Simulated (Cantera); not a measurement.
Feed: 1 mol SiCl₄, 0.067 mol Cl₂, 95 mol H₂, held at 2.50 mbar.

Equilibrium computed with Cantera from the NASA thermochemical tables; the gas is ideal and each condensed phase is pure. Candidate condensed phases: Si; 19 gas species. Gases not in the tables: Si₂H₆ and higher silanes. Kinetics and transport are ignored.

Problem. What share of the Si ends up in condensed phases as a function of T (K), at 898, 1048, 1198, 1348, 1498, 1648, 1798?

Solution. 
| T (K) | Si condensed (%) | as |
|---|---|---|
| 898 | 16.1 | Si(s) |
| 1048 | 56.2 | Si(s) |
| 1198 | 67.2 | Si(s) |
| 1348 | 64.4 | Si(s) |
| 1498 | 61.0 | Si(s) |
| 1648 | 57.0 | Si(s) |
| 1798 | 47.5 | Si(l) |
